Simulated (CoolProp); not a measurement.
Saturation properties of R152A.

Computed with CoolProp (reference Helmholtz-energy equation of state, Outcalt 1996). It is a modified Benedict-Webb-Rubin equation, recast in Helmholtz form.

| T (°C) | p (bar) | vapour density (kg/m³) | enthalpy of vaporisation (kJ/kg) | liquid conductivity (mW/(m K)) |
|---|---|---|---|---|
| 34.45 | 7.819 | 24.24 | 267.4 | 96.9 |
| 36.65 | 8.306 | 25.78 | 264.5 | 96.0 |
| 38.75 | 8.793 | 27.32 | 261.7 | 95.1 |
| 40.95 | 9.325 | 29.03 | 258.6 | 94.1 |
| 43.05 | 9.856 | 30.74 | 255.7 | 93.2 |
| 45.25 | 10.44 | 32.63 | 252.5 | 92.3 |
| 47.45 | 11.04 | 34.62 | 249.3 | 91.3 |
| 49.55 | 11.64 | 36.62 | 246.1 | 90.4 |
| 51.75 | 12.30 | 38.82 | 242.7 | 89.5 |
| 53.95 | 12.98 | 41.15 | 239.3 | 88.6 |
| 56.05 | 13.66 | 43.48 | 235.9 | 87.7 |
| 58.25 | 14.40 | 46.07 | 232.3 | 86.8 |
| 60.45 | 15.17 | 48.79 | 228.6 | 85.8 |
| 62.55 | 15.93 | 51.54 | 224.9 | 84.9 |

It boils at -24.0 °C under 1 atm.

Thermal conductivity comes from a separate model (Krauss 1996).
